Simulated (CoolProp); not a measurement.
Vapour-liquid equilibrium of R22 (1) + R142b (2) at 22.9 kPa; x and y are mole fractions of (1).

The numbers come from the multi-fluid Helmholtz-energy mixture model, Kamei 1995 and Lemmon 2006; pair parameters Bell 2016 in CoolProp.

| x | bubble temperature, mixture model (K) | bubble temperature, Raoult's law (K) | y, mixture model | y, Raoult's law |
|---|---|---|---|---|
| 0.05 | 229.6 | 229.5 | 0.187 | 0.193 |
| 0.15 | 225.0 | 224.6 | 0.438 | 0.455 |
| 0.25 | [?] | 220.7 | [?] | 0.620 |
| 0.35 | 218.3 | 217.5 | 0.712 | 0.731 |
| 0.45 | 215.6 | 214.8 | [?] | 0.809 |
| 0.55 | [?] | 212.5 | 0.858 | 0.866 |
| 0.65 | 211.0 | 210.4 | [?] | 0.909 |
| 0.75 | 209.0 | 208.6 | [?] | 0.943 |
| 0.85 | [?] | 207.0 | 0.972 | 0.969 |
| 0.95 | 205.6 | 205.6 | [?] | 0.991 |

### Question
Fill in the missing entries.

### Answer

- 0.25, bubble temperature, mixture model (K): 221.3
- 0.25, y, mixture model: 0.599
- 0.45, y, mixture model: 0.795
- 0.55, bubble temperature, mixture model (K): 213.2
- 0.65, y, mixture model: 0.907
- 0.75, y, mixture model: 0.944
- 0.85, bubble temperature, mixture model (K): 207.2
- 0.95, y, mixture model: 0.992

The largest gap from Raoult's law is +0.8 K in bubble temperature, at x = 0.45. No azeotrope shows between x = 0.05 and 0.95.

Pair parameters are fitted to limited data, so mixtures are less certain than the pure fluids.
